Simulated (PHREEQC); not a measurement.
Solution (20 °C): 0.011 mol/kgw FeCl3. Closed to the air; pH follows from the charge balance.

Equilibrium calculation in PHREEQC: ion-association model, phreeqc.dat.

Each row changes one thing in this solution. This is a speciation only: nothing precipitates in the calculation.

```
case                                            pH  ionic strength (mol/kgw)  Cl- (mol/kgw)
--------------------------------------------  ----  ------------------------  -------------
as made                                       2.35                    0.0561         0.0313
FeCl3 replaced by CdCl2 at the same molality  5.89                    0.0222         0.0165
0.0011 mol/kgw NaHCO3 added                   2.40                    0.0562         0.0314
FeCl3 from 0.011 to 0.0099 mol/kgw            2.38                    0.0505         0.0283
temperature from 20 to 85 °C                  2.10                    0.0464         0.0315
diluted 10-fold with water                    3.01                   0.00475        0.00329
temperature from 20 to 65 °C                  2.15                    0.0488         0.0312
FeCl3 from 0.011 to 0.0055 mol/kgw            2.54                    0.0276         0.0161
```

Some of these states are supersaturated (in Hematite (slow to form), Goethite (slow to form), Fe(OH)3(a), for instance). At this temperature some constants are extrapolated from 25 °C, and those without enthalpy data are left unchanged.
